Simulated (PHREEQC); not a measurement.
PHREEQC input (ion-association model, wateq4f.dat):

```
SOLUTION_MASTER_SPECIES
  An  An-  0  An  62.0  # stands for a non-complexing anion
SOLUTION_SPECIES
  An- = An-
    -log_k 0
    -gamma 3.0 0
PHASES
  Fix_H+
    H+ = H+
    -log_k 0
SOLUTION 1
  temp 25
  units mmol/kgw
  pH 7 charge
  Cl 4.0152
  Ni 2
  Sr 0.0076
  Na 5
  An 5
END
SELECTED_OUTPUT 1
  -reset false
  -pH true
  -pe true
  -ionic_strength true
  -water true
  -totals Cl Na Ni Sr
  -molalities Hfo_wOH Hfo_wOH2+ Hfo_wO- Hfo_sOH Hfo_sOH2+ Hfo_sO- Hfo_sONi+ Hfo_wONi+ Hfo_sOHSr+2 Hfo_wOSr+
    Hfo_wOSrOH
  -saturation_indices Ni(OH)2 Halite
USER_PUNCH 1
  -headings sigma psi
  10 PUNCH EDL("sigma", "Hfo"), EDL("psi", "Hfo")
PRINT
  -reset false
USE solution 1
SURFACE 1
  Hfo_wOH 0.0047191 600 2.1
  Hfo_sOH 0.000117978
EQUILIBRIUM_PHASES 1
  Fix_H+ -4 HAn 10
    -force_equality true
  O2(g) -0.68 10
END
# ... the last block is repeated for the other 12 points of pH, with NaOH or the acid as the point needs
```

Selected output (columns that matter, 13 of 13 rows; pH added in front):

```
pH	mu	Cl	Na	Ni	Sr	m_Hfo_wOH	m_Hfo_wOH2+	m_Hfo_wO-	m_Hfo_sOH	m_Hfo_sOH2+	si_Ni(OH)2	si_Halite	sigma	psi
4	0.012585	0.0040152	0.005	0.0019988	7.6e-06	0.0017796	0.0029146	2.4891e-05	4.4078e-05	7.2191e-05	-5.7004	-6.3801	0.22687	0.18195
4.5	0.012108	0.0040152	0.005	0.0019917	7.5999e-06	0.00245	0.0022063	6.2328e-05	5.7194e-05	5.1504e-05	-4.6987	-6.3785	0.16866	0.16774
5	0.011659	0.0040152	0.005	0.0019566	7.5998e-06	0.0029727	0.001618	0.00012511	4.9065e-05	2.6706e-05	-3.7033	-6.3769	0.11954	0.15109
5.5	0.011189	0.0040152	0.005	0.0018847	7.5997e-06	0.003316	0.0011638	0.00021644	1.8048e-05	6.3342e-06	-2.7162	-6.3751	0.081777	0.13279
6	0.01058	0.0040152	0.005	0.0017407	7.5997e-06	0.0034374	0.0007953	0.00034035	3.5935e-06	8.3142e-07	-1.7462	-6.3728	0.054733	0.11392
6.5	0.010058	0.0040151	0.0058481	0.0013148	7.5994e-06	0.0031757	0.0004061	0.0005689	8.8051e-07	1.126e-07	-0.8642	-6.3024	0.040004	0.099572
7	0.0095453	0.004015	0.0070897	0.00074449	7.5986e-06	0.0024627	0.00014236	0.00097595	3.4294e-07	1.9824e-08	-0.1075	-6.2163	0.032298	0.090392
7.5	0.0091628	0.004015	0.0080486	0.00031078	7.5961e-06	0.0016954	4.6865e-05	0.0014051	1.7123e-07	4.7332e-09	0.5152	-6.1594	0.025331	0.079768
8	0.0089916	0.0040149	0.0085982	8.6048e-05	7.5854e-06	0.0012014	1.9429e-05	0.0017018	1.0621e-07	1.7177e-09	0.9556	-6.1298	0.017712	0.063962
8.5	0.0089738	0.0040149	0.0088408	1.524e-05	7.5153e-06	0.00097628	1.1715e-05	0.0018638	8.3047e-08	9.9655e-10	1.1921	-6.1176	0.010145	0.04205
9	0.0090105	0.0040149	0.0089594	2.2841e-06	7.0065e-06	0.00087066	8.8656e-06	0.0019588	7.3549e-08	7.4892e-10	1.3161	-6.1119	0.0036813	0.01669
9.5	0.0090678	0.0040149	0.0090668	4.9616e-07	4.5469e-06	0.00079088	7.0373e-06	0.0020362	6.6725e-08	5.9373e-10	1.4169	-6.107	-0.0020604	-0.0094234
10	0.0091806	0.0040149	0.0092308	3.036e-07	1.2386e-06	0.00070603	5.3887e-06	0.0021191	5.9543e-08	4.5445e-10	1.5328	-6.0997	-0.0082793	-0.03506
```

Along this series the solution becomes supersaturated in solids that the run did not let form, among them Ni(OH)2. Complexes and solids missing from the database can't appear.
